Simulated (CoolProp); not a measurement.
Vapour-liquid equilibrium of benzene (1) + m-xylene (2) at 0.00714 MPa; x and y are mole fractions of (1).

Computed with CoolProp (multi-fluid Helmholtz-energy mixture model, Thol 2012 and Zhou 2012; pair parameters Bell 2016).

| x | bubble temperature (°C) | y at the bubble point | dew temperature at overall composition x (°C) | liquid density (mol/L) |
|---|---|---|---|---|
| 0.05 | 54.6 | 0.312 | 60.8 | 7.968 |
| 0.15 | 44.3 | 0.623 | 58.6 | 8.291 |
| 0.25 | 37.1 | 0.768 | 56.2 | 8.606 |
| 0.35 | 31.8 | 0.849 | 53.5 | 8.923 |
| 0.45 | 27.5 | 0.898 | 50.6 | 9.248 |
| 0.55 | 24.0 | 0.932 | 47.1 | 9.587 |
| 0.65 | 21.0 | 0.955 | 43.1 | 9.941 |
| 0.75 | 18.4 | 0.973 | 38.2 | 10.31 |
| 0.85 | 16.1 | 0.986 | 31.7 | 10.71 |
| 0.95 | 14.1 | 0.996 | 21.7 | 11.13 |

No azeotrope shows between x = 0.05 and 0.95.

Pair parameters are fitted to limited data, so mixtures are less certain than the pure fluids.
